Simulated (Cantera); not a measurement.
Catalytic combustion on Pt

An isothermal plug-flow reactor at 650 K and 63.8 Torr (inlet), inlet velocity 0.077 m/s, active area per volume 320 1/m; feed 0.467 % CO, 4.91 % O₂, 92.3 % N₂, 2.34 % H₂O, equivalence ratio 0.048.

Model: Deutschmann's 1995 Pt surface mechanism with GRI-Mech 3.0 gas chemistry, integrated in Cantera. Catalytic surfaces can have several steady states; this one follows from the mechanism file's or the stated starting coverage. Mass transfer to the wall is taken as infinitely fast.

```json
[
 {"z (m)": "0.00023", "x CO": "0.00222", "x O₂": "0.0479", "x H₂O": "0.0234", "x CO₂": "0.00246", "θ free Pt": "0.0243", "θ O*": "0.973", "θ OH*": "0.00193"},
 {"z (m)": "0.00044", "x CO": "0.00195", "x O₂": "0.0478", "x H₂O": "0.0234", "x CO₂": "0.00273", "θ free Pt": "0.0211", "θ O*": "0.977", "θ OH*": "0.00181"},
 {"z (m)": "0.00085", "x CO": "0.00161", "x O₂": "0.0476", "x H₂O": "0.0234", "x CO₂": "0.00307", "θ free Pt": "0.0185", "θ O*": "0.980", "θ OH*": "0.00169"},
 {"z (m)": "0.0016", "x CO": "0.00122", "x O₂": "0.0474", "x H₂O": "0.0234", "x CO₂": "0.00346", "θ free Pt": "0.0165", "θ O*": "0.982", "θ OH*": "0.00160"},
 {"z (m)": "0.0032", "x CO": "0.000759", "x O₂": "0.0472", "x H₂O": "0.0234", "x CO₂": "0.00392", "θ free Pt": "0.0148", "θ O*": "0.984", "θ OH*": "0.00152"},
 {"z (m)": "0.0061", "x CO": "0.000371", "x O₂": "0.0470", "x H₂O": "0.0234", "x CO₂": "0.00431", "θ free Pt": "0.0137", "θ O*": "0.985", "θ OH*": "0.00146"},
 {"z (m)": "0.012", "x CO": "0.000102", "x O₂": "0.0469", "x H₂O": "0.0234", "x CO₂": "0.00458", "θ free Pt": "0.0131", "θ O*": "0.985", "θ OH*": "0.00143"},
 {"z (m)": "0.023", "x CO": "1.04e-5", "x O₂": "0.0468", "x H₂O": "0.0234", "x CO₂": "0.00467", "θ free Pt": "0.0129", "θ O*": "0.986", "θ OH*": "0.00142"}
]
```
x: gas mole fraction; θ: surface coverage.
